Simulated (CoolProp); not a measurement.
Vapour-liquid equilibrium of CHF3 (R23) (1) + R134a (2) at 2.75 °C; x and y are mole fractions of (1).

Values from CoolProp's multi-fluid Helmholtz-energy mixture model, Penoncello 2003 and Tillner-Roth 1994; pair parameters Bell 2016.

| x | bubble pressure, mixture model (kPa) | bubble pressure, Raoult's law (kPa) | y, mixture model | y, Raoult's law |
|---|---|---|---|---|
| 0.05 | 414.8 | 441.2 | 0.239 | 0.304 |
| 0.15 | 601.9 | 677.5 | 0.504 | 0.595 |
| 0.25 | 795.8 | 913.8 | 0.650 | 0.735 |
| 0.35 | 998.6 | 1150 | 0.743 | 0.817 |
| 0.45 | 1212 | 1386 | 0.809 | 0.872 |
| 0.55 | 1437 | 1623 | 0.859 | 0.910 |
| 0.65 | 1677 | 1859 | 0.898 | 0.939 |
| 0.75 | 1933 | 2095 | 0.931 | 0.961 |
| 0.85 | 2210 | 2331 | 0.960 | 0.979 |
| 0.95 | 2516 | 2568 | 0.986 | 0.994 |

The largest gap from Raoult's law is -13.2 % in bubble pressure, at x = 0.35. No azeotrope shows between x = 0.05 and 0.95.

The pair parameters rest on a limited set of measurements; away from them the model extrapolates.
